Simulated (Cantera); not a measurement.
Cantera run, input and output.

```python
import numpy as np
import cantera as ct

gas = ct.Solution("gri30.yaml")
gas.TPX = 2173, 190000, {'NO': 1, 'N2': 8.7}
reactor = ct.IdealGasConstPressureReactor(gas, energy="off", clone=False)
net = ct.ReactorNet([reactor])
net.rtol, net.atol = 1e-08, 1e-18
show = ['NO', 'NO2', 'N2O', 'O2', 'O', 'N2']
times = np.geomspace(2e-05, 5, 13)

steps = ct.SolutionArray(gas, extra=["t"])
rows = []
print(f"{'t/s':>10s}{'T/K':>9s}{'P/Pa':>11s}" + "".join(f"{s:>11s}" for s in show))
for t in times:
    while net.time < t:
        t_next = net.step()
        steps.append(gas.state, t=t_next)
    rows.append([np.interp(t, steps.t, y) for y in (steps.T, steps.P, *steps(*show).X.T)])
    print(f"{t:10.3e}{rows[-1][0]:9.1f}{rows[-1][1]:11.4g}" + "".join(f"{x:11.3e}" for x in rows[-1][2:]))
rate = np.gradient(steps.T, steps.t)
print("integrator steps:", len(steps.t))
if steps.T.max() > steps.T[0] + 200:
    print(f"time of steepest temperature rise: {steps.t[rate.argmax()]:.4e} s")
gas.TPX = 2173, 190000, {'NO': 1, 'N2': 8.7}
gas.equilibrate("TP")
print(f"equilibrium (TP): T = {gas.T:.1f} K  " + "  ".join(f"{s} {gas[s].X[0]:.3e}" for s in show))
```

Output:

```
       t/s      T/K       P/Pa         NO        NO2        N2O         O2          O         N2
 2.000e-05   2173.0    1.9e+05  1.031e-01  2.002e-07  1.319e-06  9.393e-09  1.463e-06  8.969e-01
 5.635e-05   2173.0    1.9e+05  1.031e-01  8.871e-07  3.012e-06  8.052e-08  4.495e-06  8.969e-01
 1.587e-04   2173.0    1.9e+05  1.031e-01  3.387e-06  5.130e-06  8.098e-07  1.492e-05  8.969e-01
 4.472e-04   2173.0    1.9e+05  1.030e-01  1.045e-05  5.913e-06  9.248e-06  4.409e-05  8.969e-01
 1.260e-03   2173.0    1.9e+05  1.028e-01  1.896e-05  5.917e-06  8.167e-05  7.989e-05  8.970e-01
 3.550e-03   2173.0    1.9e+05  1.022e-01  2.108e-05  5.853e-06  3.685e-04  8.916e-05  8.973e-01
 1.000e-02   2173.0    1.9e+05  1.005e-01  2.355e-05  5.667e-06  1.206e-03  1.008e-04  8.981e-01
 2.817e-02   2173.0    1.9e+05  9.556e-02  2.887e-05  5.144e-06  3.668e-03  1.290e-04  9.006e-01
 7.937e-02   2173.0    1.9e+05  8.121e-02  3.610e-05  3.801e-06  1.080e-02  1.881e-04  9.078e-01
 2.236e-01   2173.0    1.9e+05  4.786e-02  3.201e-05  1.593e-06  2.744e-02  2.808e-04  9.244e-01
 6.300e-01   2173.0    1.9e+05  1.306e-02  1.100e-05  5.760e-07  4.482e-02  3.522e-04  9.418e-01
 1.775e+00   2173.0    1.9e+05  6.306e-03  5.496e-06  5.257e-07  4.820e-02  3.642e-04  9.451e-01
 5.000e+00   2173.0    1.9e+05  6.251e-03  5.450e-06  5.255e-07  4.822e-02  3.643e-04  9.452e-01
integrator steps: 879
equilibrium (TP): T = 2173.0 K  NO 6.251e-03  NO2 5.450e-06  N2O 5.255e-07  O2 4.822e-02  O 3.643e-04  N2 9.452e-01
```

Cantera simulation using GRI-Mech 3.0 (53 species, 325 reactions); the numbers are that mechanism's predictions, not measurements.
